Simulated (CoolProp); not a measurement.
The fluid at 593.49 K and 25.6 MPa is throttled through a valve to 12.6 MPa with no heat exchange. The same conditions are run with several fluids, on thermodynamics alone (safety and materials aside).

The numbers come from the reference Helmholtz-energy equation of state of each fluid (water: Wagner 2002; n-nonane: Lemmon 2006; n-decane: Lemmon 2006; decamethyltetrasiloxane (MD2M): Thol 2017; ethylbenzene: Zhou 2012) in CoolProp.

Q: Rank water, n-nonane, n-decane, decamethyltetrasiloxane (MD2M), ethylbenzene by temperature change (K), highest first.

A: decamethyltetrasiloxane (MD2M) (+3.0), n-decane (+1.4), n-nonane (+0.8), ethylbenzene (+0.2), water (-3.4)

```csv
fluid,final density (kg/m³)
water,680
n-nonane,488
n-decane,511
decamethyltetrasiloxane (MD2M),608
ethylbenzene,594
```
